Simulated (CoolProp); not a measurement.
Propylene along the isobar 3.35 MPa: fugacity coefficient from the reference equation and from simpler models built on Tc = 364.2 K, pc = 4.555 MPa, ω = 0.146; each cubic takes its own stable root.

Computed with CoolProp (reference Helmholtz-energy equation of state, Lemmon 2013).

| T (K) | phase | reference | van der Waals | Redlich-Kwong | Soave-Redlich-Kwong | Peng-Robinson |
|---|---|---|---|---|---|---|
| 269 | liquid | 0.1523 | 0.3362 | 0.1820 | 0.1551 | 0.1515 |
| 281.1 | liquid | 0.2098 | 0.3997 | 0.2451 | 0.2142 | 0.2087 |
| 293.1 | liquid | 0.2785 | 0.4667 | 0.3179 | 0.2848 | 0.2767 |
| 305.2 | liquid | 0.3590 | 0.5374 | 0.4006 | 0.3674 | 0.3565 |
| 317.3 | liquid | 0.4502 | 0.6100 | 0.4909 | 0.4603 | 0.4463 |
| 329.3 | liquid | 0.5494 | 0.6827 | 0.5856 | 0.5603 | 0.5432 |
| 341.4 | liquid | 0.6558 | 0.7413 | 0.6828 | 0.6655 | 0.6454 |
| 353.5 | gas | 0.7281 | 0.7644 | 0.7339 | 0.7317 | 0.7118 |
| 365.5 | gas | 0.7577 | 0.7840 | 0.7600 | 0.7602 | 0.7402 |
| 377.6 | gas | 0.7825 | 0.8014 | 0.7826 | 0.7849 | 0.7649 |
| 389.6 | gas | 0.8037 | 0.8167 | 0.8022 | 0.8062 | 0.7863 |
| 401.7 | gas | 0.8224 | 0.8306 | 0.8196 | 0.8252 | 0.8055 |
| 413.8 | gas | 0.8388 | 0.8430 | 0.8350 | 0.8421 | 0.8226 |
| 425.8 | gas | 0.8532 | 0.8542 | 0.8487 | 0.8570 | 0.8378 |
| 437.9 | gas | 0.8662 | 0.8644 | 0.8612 | 0.8705 | 0.8516 |

At some of these states van der Waals gives the other phase, because its saturation line lies elsewhere.
